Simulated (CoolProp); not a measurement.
Values from CoolProp's reference Helmholtz-energy equation of state, Lemmon 2006. It is a short technical equation, of lower accuracy than the large ones.

Q: For R142b, give the phase and the Z, cp (kJ/(kg K)), expansivity (1/kK) at 117.25 °C and 263 kPa; 117.25 °C and 9620 kPa.

A: 
- 117.25 °C and 263 kPa: gas; Z 0.973, cp 0.995, expansivity 2.80
- 117.25 °C and 9620 kPa: liquid; Z 0.331, cp 1.53, expansivity 3.66
